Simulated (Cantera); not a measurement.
An isothermal, constant-pressure homogeneous reactor starts with 2.25 % CH₄, 97.8 % H₂, at 1973 K and 66.0 Torr.

Model: GRI-Mech 3.0 (53 species, 325 reactions), integrated in Cantera. GRI-Mech 3.0 stops at C3 and has no aromatics, soot or wall deposition, so with more carbon than oxygen in the feed, carbon stays in small species such as C2H2 where larger ones or solid carbon would form.

x: mole fraction; the columns are a selection and need not sum to one.

| t (s) | x CH₄ | x H₂ | x C₂H₄ | x C₂H₆ | x C₂H₂ | x CH₂ | x CH₃ |
|---|---|---|---|---|---|---|---|
| 0.000500 | 0.0221 | 0.977 | [?] | 4.25e-7 | 3.13e-6 | 4.21e-7 | 0.000394 |
| 0.00150 | 0.0210 | 0.975 | [?] | 1.89e-6 | 0.000182 | 2.64e-6 | 0.000997 |
| 0.00451 | 0.0169 | 0.976 | [?] | 2.30e-6 | 0.00203 | 5.19e-6 | 0.00128 |
| 0.0136 | 0.00974 | 0.980 | [?] | 8.44e-7 | 0.00578 | 3.72e-6 | 0.000796 |
| 0.0408 | 0.00398 | 0.983 | [?] | 1.51e-7 | 0.00884 | 1.82e-6 | 0.000345 |
| 0.122 | 0.00135 | 0.984 | 7.41e-6 | 1.81e-8 | 0.0102 | 6.85e-7 | 0.000121 |
| 0.368 | 0.000453 | 0.984 | 7.30e-6 | 2.17e-9 | 0.0107 | 2.40e-7 | 4.12e-5 |
| 1.11 | 0.000198 | 0.984 | 7.34e-6 | 4.95e-10 | 0.0109 | 1.06e-7 | 1.80e-5 |
| 3.32 | 0.000161 | 0.984 | 7.35e-6 | 3.62e-10 | 0.0109 | 8.65e-8 | 1.47e-5 |
| 9.98 | 0.000161 | 0.984 | 7.35e-6 | 3.61e-10 | 0.0109 | 8.63e-8 | 1.47e-5 |
| 30.0 | 0.000161 | 0.984 | 7.35e-6 | 3.61e-10 | 0.0109 | 8.63e-8 | 1.47e-5 |

Task: Fill in the missing entries.

Result: 
- 0.000500, x C₂H₄: 7.62e-6
- 0.00150, x C₂H₄: 5.02e-5
- 0.00451, x C₂H₄: 5.94e-5
- 0.0136, x C₂H₄: 2.53e-5
- 0.0408, x C₂H₄: 9.91e-6
